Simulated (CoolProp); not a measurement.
Saturation properties of fluoroethane (R161).

Model: reference Helmholtz-energy equation of state, Wu 2012, in CoolProp.

```
T (K)  p (MPa)  liquid density (kg/m³)  enthalpy of vaporisation (kJ/kg)  surface tension (mN/m)
-----  -------  ----------------------  --------------------------------  ----------------------
268.9   0.3787                   766.3                             384.9                    13.3
271.8   0.4177                   761.4                             380.9                       ?
274.7   0.4595                   756.3                             376.8                    12.5
277.7   0.5061                       ?                             372.5                    12.1
280.6   0.5545                       ?                             368.2                    11.7
283.5        ?                   740.3                             363.8                    11.3
286.4   0.6614                   734.8                             359.3                       ?
289.3   0.7204                   729.2                             354.7                    10.5
292.3        ?                   723.2                             349.9                    10.1
295.2        ?                   717.3                             345.0                    9.68
298.1   0.9232                   711.2                             340.0                    9.29
```

Question: Complete the blanks.

Answer: 
- 271.8, surface tension (mN/m): 12.9
- 277.7, liquid density (kg/m³): 751.0
- 280.6, liquid density (kg/m³): 745.7
- 283.5, p (MPa): 0.6062
- 286.4, surface tension (mN/m): 10.9
- 292.3, p (MPa): 0.7854
- 295.2, p (MPa): 0.8522

It boils at 235.6 K under 1 atm.

Surface tension comes from a separate correlation (Mulero 2012).
